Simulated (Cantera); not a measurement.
Input: 1 mol B, 1.1 mol H2O, at 1625 K and 1.33 mbar.

These are equilibrium values from Cantera (NASA tables, ideal gas, pure condensed phases), not measurements of a reactor. Candidate condensed phases: B, B2O3, B3O3H3, H2O; 23 gas species. Rates play no part.

Base state: H2 0.610, B2O2 0.177, HBO 0.141, B2O3 0.0568, BO 0.00765, HBO2 0.00542, H 0.00151, H2O 2.62e-5 (mole fractions); condensed: gas only.

Q: What changes in the equilibrium state with this change: pressure from 1.33 mbar to 0.100 bar?

A: 
```
species        before     after
------------  -------  --------
H2              0.610     0.947
HBO             0.141    0.0382
B2O2            0.177   0.00842
B2O3           0.0568   0.00227
B3O3H3        1.74e-5   0.00196
BO            0.00765  0.000193
B2O           1.52e-5   8.55e-7
H             0.00151  0.000217
HBO2          0.00542   0.00124
B(s), mol           0     0.244
B2O3(l), mol        0     0.340
```
Mutual solubility and eutectic melting of coexisting phases are not modelled. The tables' values for BH2 are old estimates; treat these amounts as uncertain.
